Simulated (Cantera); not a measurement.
Charge: 1 mol SiH2Cl2, 6.4 mol O3, held at 1400 Pa.

Equilibrium computed with Cantera from the NASA thermochemical tables; the gas is ideal and each condensed phase is pure. Candidate condensed phases: H2O, Si, SiO2; 30 gas species. The tables hold silica as quartz up to 1696 K and as liquid above; real silica turns to tridymite and cristobalite and melts near 1996 K. Kinetics and transport are ignored.

**Question.** Which condensed phases are stable at each of these points (T (°C)): 677, 777, 877, 977, 1077, 1177, 1277, 1377, 1477, 1577?

**Answer.** 
| T (°C) | condensed phases | Si condensed (%) |
|---|---|---|
| 677 | SiO2(β-quartz) | 100.0 |
| 777 | SiO2(β-quartz) | 100.0 |
| 877 | SiO2(β-quartz) | 100.0 |
| 977 | SiO2(β-quartz) | 100.0 |
| 1077 | SiO2(β-quartz) | 100.0 |
| 1177 | SiO2(β-quartz) | 100.0 |
| 1277 | SiO2(β-quartz) | 100.0 |
| 1377 | SiO2(β-quartz) | 100.0 |
| 1477 | SiO2(condensed) | 100.0 |
| 1577 | SiO2(condensed) | 100.0 |

From 677 °C to 1377 °C the condensed part is SiO2(β-quartz). From 1477 °C to 1577 °C the condensed part is SiO2(condensed).
